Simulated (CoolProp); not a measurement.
Vapour-liquid equilibrium of n-hexane (1) + m-xylene (2) at 0.574 MPa; x and y are mole fractions of (1).

Model: multi-fluid Helmholtz-energy mixture model, Thol 2019 and Zhou 2012; pair parameters Bell 2016, in CoolProp.

```json
[
 {"x": "0.05", "bubble temperature, mixture model (°C)": "210.6", "bubble temperature, Raoult's law (°C)": "209.8", "y, mixture model": "0.152", "y, Raoult's law": "0.183"},
 {"x": "0.2", "bubble temperature, mixture model (°C)": "189.6", "bubble temperature, Raoult's law (°C)": "189.9", "y, mixture model": "0.500", "y, Raoult's law": "0.535"},
 {"x": "0.35", "bubble temperature, mixture model (°C)": "172.7", "bubble temperature, Raoult's law (°C)": "174.8", "y, mixture model": "0.705", "y, Raoult's law": "0.726"},
 {"x": "0.5", "bubble temperature, mixture model (°C)": "160.3", "bubble temperature, Raoult's law (°C)": "163.0", "y, mixture model": "0.819", "y, Raoult's law": "0.839"},
 {"x": "0.65", "bubble temperature, mixture model (°C)": "151.4", "bubble temperature, Raoult's law (°C)": "153.4", "y, mixture model": "0.888", "y, Raoult's law": "0.911"},
 {"x": "0.8", "bubble temperature, mixture model (°C)": "144.5", "bubble temperature, Raoult's law (°C)": "145.4", "y, mixture model": "0.938", "y, Raoult's law": "0.958"},
 {"x": "0.95", "bubble temperature, mixture model (°C)": "138.5", "bubble temperature, Raoult's law (°C)": "138.6", "y, mixture model": "0.984", "y, Raoult's law": "0.991"}
]
```

The largest gap from Raoult's law is -2.7 K in bubble temperature, at x = 0.5. No azeotrope shows between x = 0.05 and 0.95.

Pair parameters are fitted to limited data, so mixtures are less certain than the pure fluids. The gap from Raoult's law changes sign with composition, which may be real or a fault of the pair parameters; it wasn't checked against measurements.
